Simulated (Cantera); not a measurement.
Input (Python, Cantera) and output of one run.

```python
import numpy as np
import cantera as ct

gas_names = [...]  # 109 gases of nasa_gas.yaml made of C, Cl, H, Si
cond_names = """
    C(gr) C6H6(L) C7H8(L) C8H18(L),n-octa Si(cr) Si(L) SiC(b)
""".split()


# ... load() reads the species with a 1 bar reference pressure and builds the phases ...
atoms = {
    'SiHCl3': {'Si': 1, 'H': 1, 'CL': 3},
    'CH4': {'C': 1, 'H': 4},
    'H2': {'H': 2},
}
top_T = {'C(gr)': 4500, 'SiC(b)': 3050}  # K; cautious upper limits of use, not melting points


# ... equilibrate(T, P, feed) seeds the gas with the atoms and calls Mixture.equilibrate('TP', solver="vcs", rtol=1e-11, max_steps=5000) ...
results = []
T = 2623  # K
P = 950  # Pa
for m in [140, 280, 420, 560, 690, 830, 970, 1100, 1300, 1400]:
    feed = {'SiHCl3': 1, 'CH4': 0.097, 'H2': m}  # mol
    mix = equilibrate(T, P, feed)
    results.append((T, P, feed, dict(zip(mix.species_names, mix.species_moles))))

top = {s: max(r[3][s] / sum(r[3][g] for g in gas_names) for r in results) for s in gas_names}
cols = sorted((s for s in top if top[s] > 0.0001), key=lambda s: -top[s])[:6]
seen = [c for c in cond_names if any(r[3].get(c, 0) > 1e-12 for r in results)]
print("log10 of partial pressures in bar; condensed amounts in mol")
print(f"{'n(H2)':>10s}" + "".join(f"{s[:9]:>10s}" for s in cols + seen))
for T, P, feed, n in results:
    ng = sum(n[g] for g in gas_names)
    print(f"{feed['H2']:10.4g}" + "".join(f"{np.log10(max(n[s] / ng * P / 1e5, 1e-99)):10.3f}" for s in cols)
          + "".join(f"{n.get(c, 0):10.4g}" for c in seen))
```

Output:

```
log10 of partial pressures in bar; condensed amounts in mol
     n(H2)        H2         H       HCL        Si        CL C2H2,acet
       140    -2.221    -2.486    -3.925    -4.275    -4.345    -5.683
       280    -2.215    -2.483    -4.220    -4.568    -4.643    -5.950
       420    -2.213    -2.482    -4.394    -4.742    -4.818    -6.116
       560    -2.212    -2.481    -4.518    -4.865    -4.943    -6.237
       690    -2.211    -2.481    -4.608    -4.955    -5.033    -6.326
       830    -2.211    -2.481    -4.688    -5.035    -5.113    -6.406
       970    -2.210    -2.481    -4.755    -5.102    -5.181    -6.474
      1100    -2.210    -2.481    -4.809    -5.157    -5.235    -6.529
      1300    -2.210    -2.480    -4.882    -5.229    -5.308    -6.603
      1400    -2.210    -2.480    -4.914    -5.261    -5.340    -6.636
```

These are equilibrium values from Cantera (NASA tables, ideal gas, pure condensed phases), not measurements of a reactor. The tables' values for SiCl are old estimates; treat these amounts as uncertain.
